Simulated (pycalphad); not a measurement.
Source of the numbers: pycalphad with the COST 507 light-alloy database (1999); pressure 1 atm. The database dates from 1999; later assessments differ in places, in temperatures and in the compounds included. The system is extrapolated from its subsystems; higher-order compounds may be missing. Phase fractions are per mole of atoms.

Q: Give the equilibrium state of Si-1.03Sn-74.3Al (at.%) at 700 K.

A: 
```
T = 700.00 K, P = 101325 Pa, N = 1 mol of atoms
G = -23273 J/mol, H = 10703 J/mol, S = 48.54 J/(mol K)  (SER reference)
chemical potentials (J/mol): Si -17484, Sn -44860, Al -24896
phase             fraction      x(Si)      x(Sn)      x(Al)
FCC_A1              0.7445     0.0035   0.000703     0.9958
DIAMOND_A4          0.2441     1.0000   3.33e-07   2.92e-08
LIQUID              0.0115   0.000235     0.8533     0.1465
```

Q: Give the equilibrium state of Si-1.03Sn-74.3Al (at.%) at 1000 K.

A: liquid, fraction 0.963, with 1.1 Sn, 77.2 Al at.%; diamond (Si), fraction 0.037, with <0.01 Sn, <0.01 Al at.%.

FCC_A1 is fcc; DIAMOND_A4 is diamond (Si).
